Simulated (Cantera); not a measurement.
**Fe2O3 + H2 (hydrogen reduction and annealing atmospheres)**

Charge: 1 mol Fe2O3, 83 mol H2, held at 1773 K and 0.133 bar.

Cantera equilibrium calculation (NASA polynomials, part measured and part estimated; ideal gas, pure solids and liquids). Candidate condensed phases: Fe, FeO, Fe(OH)2, Fe(OH)3, Fe2O3, Fe3O4, H2O; 12 gas species. Rates play no part.

```json
{
  "x(H2)": "0.963",
  "x(H2O)": "0.0361",
  "x(H)": "0.000765",
  "x(Fe)": "0.000148",
  "x(OH)": "1.78e-6",
  "n(Fe(δ))": "1.99 mol",
  "gas_amount": "83.04 mol"
}
```
